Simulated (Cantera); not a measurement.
Cantera run, input and output.

```python
import numpy as np
import cantera as ct

gas = ct.Solution("h2o2.yaml")
gas.TPX = 600, 14000, {'H2': 1, 'O2': 0.847, 'N2': 3.19}
flame = ct.FreeFlame(gas, width=0.16)
flame.set_refine_criteria(ratio=3, slope=0.08, curve=0.16)
flame.transport_model = "mixture-averaged"
flame.solve(loglevel=0, auto=True)
z, T = flame.grid, flame.T
thick = (T[-1] - T[0]) / np.gradient(T, z).max()
show = ['H2', 'O2', 'H', 'H2O', 'HO2', 'H2O2']
print(f"laminar burning velocity  {flame.velocity[0] * 100:.3f} cm/s")
print(f"burnt temperature         {T[-1]:.1f} K")
print(f"thermal thickness         {thick * 1e3:.4f} mm")
print(f"grid points               {len(z)}")
z0 = z[flame.heat_release_rate.argmax()]
print(f"{'z/mm':>9s}{'T/K':>9s}{'u/(m/s)':>9s}" + "".join(f"{s:>11s}" for s in show))
rows = []
for k in (-3, -2, -1.5, -1, -0.5, -0.25, 0, 0.25, 0.5, 1, 2, 4, 8):
    zz = z0 + k * thick
    rows.append([k * thick, np.interp(zz, z, T), np.interp(zz, z, flame.velocity),
                 *(np.interp(zz, z, flame.X[gas.species_index(s)]) for s in show)])
    print(f"{rows[-1][0] * 1e3:9.3f}{rows[-1][1]:9.1f}{rows[-1][2]:9.3f}" + "".join(f"{x:11.3e}" for x in rows[-1][3:]))
```

It prints:

```
laminar burning velocity  426.577 cm/s
burnt temperature         2042.0 K
thermal thickness         5.8529 mm
grid points               135
     z/mm      T/K  u/(m/s)         H2         O2          H        H2O        HO2       H2O2
  -17.559    600.0    4.266  1.985e-01  1.682e-01  1.316e-15  7.702e-15  1.609e-13  1.424e-16
  -11.706    600.0    4.266  1.985e-01  1.682e-01  6.565e-12  5.284e-12  1.230e-10  7.081e-15
   -8.779    600.0    4.266  1.985e-01  1.682e-01  6.346e-10  2.542e-10  5.482e-09  5.775e-13
   -5.853    600.0    4.266  1.985e-01  1.682e-01  2.166e-07  8.901e-08  7.711e-07  4.652e-10
   -2.926    610.8    4.333  1.959e-01  1.681e-01  2.752e-04  7.762e-04  5.698e-05  1.013e-06
   -1.463    730.2    5.112  1.733e-01  1.650e-01  5.468e-03  1.228e-02  3.952e-05  1.207e-06
    0.000   1053.6    7.179  8.411e-02  1.323e-01  3.262e-02  8.313e-02  1.999e-05  9.682e-07
    1.463   1306.1    8.804  2.317e-02  8.982e-02  4.282e-02  1.550e-01  1.136e-05  1.173e-06
    2.926   1427.0    9.559  1.677e-02  8.216e-02  3.588e-02  1.685e-01  8.757e-06  8.656e-07
    5.853   1557.7   10.349  1.539e-02  7.921e-02  2.594e-02  1.766e-01  6.812e-06  5.063e-07
   11.706   1690.6   11.129  1.313e-02  7.706e-02  1.656e-02  1.855e-01  5.138e-06  2.632e-07
   23.411   1812.7   11.828  9.865e-03  7.564e-02  9.058e-03  1.946e-01  3.647e-06  1.418e-07
   46.823   1913.2   12.390  6.297e-03  7.502e-02  4.052e-03  2.031e-01  2.395e-06  8.343e-08
```

Cantera simulation using the H2/O2 subset of GRI-Mech 3.0, which has no nitrogen chemistry; the numbers are that mechanism's predictions, not measurements. Burning velocities carry a grid error of a few per cent, more on coarse grids. Lean hydrogen flames are cellular in practice and burn faster than this planar one.
